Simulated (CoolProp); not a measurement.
Properties of the fluoroketone C6F12O (FK-5-1-12) along the isotherm 319 K.

Model: reference Helmholtz-energy equation of state, McLinden 2015, in CoolProp.

```tsv
p (bar)	phase	isothermal compressibility (1/MPa)	expansivity (1/kK)
4.25	liquid	0.004134	2.087
8.5	liquid	0.004043	2.059
12.7	liquid	0.003957	…
17	liquid	0.003874	2.008
21.2	liquid	…	1.984
25.5	liquid	…	1.960
29.7	liquid	…	…
34	liquid	0.003580	1.916
38.2	liquid	0.003516	…
42.5	liquid	0.003452	…
46.7	liquid	0.003393	1.856
```

### Question
What belongs in the gaps?

### Answer

- 12.7, expansivity (1/kK): 2.033
- 21.2, isothermal compressibility (1/MPa): 0.003796
- 25.5, isothermal compressibility (1/MPa): 0.003720
- 29.7, isothermal compressibility (1/MPa): 0.003650
- 29.7, expansivity (1/kK): 1.938
- 38.2, expansivity (1/kK): 1.895
- 42.5, expansivity (1/kK): 1.875
